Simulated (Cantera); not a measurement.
What does this Cantera script print?

```python
import numpy as np
import cantera as ct

gas_names = [...]  # 123 gases of nasa_gas.yaml made of C, H, O, Si
cond_names = """
    C(gr) C6H6(L) C7H8(L) C8H18(L),n-octa H2O(s) H2O(L) Si(cr) Si(L) SiC(b) SiO2(Lqz) SiO2(hqz) SiO2(L)
""".split()


# ... load() reads the species with a 1 bar reference pressure and builds the phases ...
atoms = {
    'SiO2': {'Si': 1, 'O': 2},
    'CH4': {'C': 1, 'H': 4},
    'CO': {'C': 1, 'O': 1},
}
top_T = {'C(gr)': 4500, 'SiC(b)': 3050}  # K; cautious upper limits of use, not melting points


# ... equilibrate(T, P, feed) seeds the gas with the atoms and calls Mixture.equilibrate('TP', solver="vcs", rtol=1e-11, max_steps=5000) ...
results = []
feed = {'SiO2': 1, 'CH4': 1, 'CO': 0.02}  # mol
T = 2475  # K
P = 101325  # Pa
mix = equilibrate(T, P, feed)
results.append((T, P, feed, dict(zip(mix.species_names, mix.species_moles))))
print(gas.report(threshold=0.001))
for i in range(1, mix.n_phases):
    print(f"{mix.phase(i).name:16s} {mix.phase_moles(i):12.5e} mol")
```

It prints:

```
       temperature   2475 K
          pressure   1.0132e+05 Pa
           density   0.093204 kg/m^3
  mean mol. weight   18.929 kg/kmol
   phase of matter   gas

                          1 kg             1 kmol
                     ---------------   ---------------
          enthalpy        1.2312e+06        2.3306e+07  J
   internal energy        1.4411e+05        2.7279e+06  J
           entropy             12900        2.4417e+05  J/K
    Gibbs function       -3.0695e+07       -5.8102e+08  J
 heat capacity c_p            1913.7             36225  J/K
 heat capacity c_v            1474.5             27911  J/K

                      mass frac. Y      mole frac. X     chem. pot. / RT
                     ---------------   ---------------   ---------------
                CO           0.37251           0.25174           -35.187
                 H        0.00082931          0.015573           -10.445
                H2            0.0517           0.48543            -20.89
               SiO           0.57389           0.24642           -36.716
     [ +119 minor]         0.0010764        0.00083853

C(gr)             0.00000e+00 mol
Si(L)             0.00000e+00 mol
SiC(b)            0.00000e+00 mol
SiO2(L)           0.00000e+00 mol
```

Cantera equilibrium calculation (NASA polynomials, part measured and part estimated; ideal gas, pure solids and liquids). Gases not in the tables: Si2H6 and higher silanes.
